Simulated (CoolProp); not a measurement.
A simple Rankine cycle with R141b: condensing at 307.15 K, boiler at 3.59 MPa, turbine inlet 481.8 K, turbine efficiency 0.8, pump efficiency 0.7, no recuperator. Each further row changes one setting.

Model: reference Helmholtz-energy equation of state, Lemmon 2006, in CoolProp. It is a short technical equation, of lower accuracy than the large ones.

```tsv
case	thermal efficiency (%)	net work (kJ/kg)	heat in (kJ/kg)	turbine exit temperature (K)	volume ratio over the turbine
as stated	19.6	(withheld)	328	357.4	39.0
condensing temperature 299.15 K	(withheld)	69.5	337	(withheld)	51.1
boiler pressure 2.51 MPa	(withheld)	64.8	349	(withheld)	23.3
turbine efficiency 0.7	17.0	55.7	328	367.3	40.1
```

Problem. What belongs in the gaps?

Solution. 
- as stated, net work (kJ/kg): 64.2
- condensing temperature 299.15 K, thermal efficiency (%): 20.6
- condensing temperature 299.15 K, turbine exit temperature (K): 350.6
- boiler pressure 2.51 MPa, thermal efficiency (%): 18.6
- boiler pressure 2.51 MPa, turbine exit temperature (K): 381.1
